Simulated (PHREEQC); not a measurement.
TMAH is added in steps, without added water, to 1 kg of water holding 0.17 mol/kgw H2SO4, 0.00033 mol/kgw NaCl and 0.001 mol/kgw KCl, at 85 °C. Oxygen is held at 0.21 atm. CO2 from the air is kept out. Only these solids could form: Halite, Mirabilite.

Base run: PHREEQC, ion-association model, wateq4f.dat. Each further column changes one thing. The table gives SO4-2 (mol/kgw).

| TMAH added (mol) | base | metal-ligand complexes left out | all activity coefficients set to 1 | database phreeqc.dat | Debye-Hückel limiting law |
|---|---|---|---|---|---|
| 0 | 0.00694 | 0.00694 | 0.00212 | 0.00707 | 0.0198 |
| 0.045 | 0.00911 | 0.00911 | 0.00284 | 0.00928 | 0.0256 |
| 0.105 | 0.0150 | 0.0150 | 0.00510 | 0.0153 | 0.0389 |
| 0.15 | 0.0254 | 0.0255 | 0.0110 | 0.0258 | 0.0554 |
| 0.21 | 0.0570 | 0.0571 | 0.0453 | 0.0575 | 0.0868 |
| 0.255 | 0.0923 | 0.0925 | 0.0860 | 0.0927 | 0.115 |
| 0.315 | 0.146 | 0.146 | 0.144 | 0.146 | 0.153 |
| 0.36 | 0.169 | 0.169 | 0.168 | 0.169 | 0.169 |

(CH3)4N+ isn't in the database: it is added as a free cation with an ion size of 4 Å. At this temperature some constants are extrapolated from 25 °C, and those without enthalpy data are left unchanged. phreeqc.dat and wateq4f.dat share most of their constants, so their agreement is no independent check. Solids allowed in the column 'database phreeqc.dat': Halite, Sylvite.
